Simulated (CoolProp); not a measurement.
Model: reference Helmholtz-energy equation of state, Akasaka 2023, in CoolProp.

Q: Give the vapour pressure (MPa), vapour density (kg/m³) of saturated R1336mzz(E) at 318.9, 354, 365.7 K.

A: 
```json
[
 {"T (K)": "318.9", "p (MPa)": "0.379", "vapour density (kg/m³)": "26.9"},
 {"T (K)": "354", "p (MPa)": "0.970", "vapour density (kg/m³)": "71.9"},
 {"T (K)": "365.7", "p (MPa)": "1.27", "vapour density (kg/m³)": "98.4"}
]
```
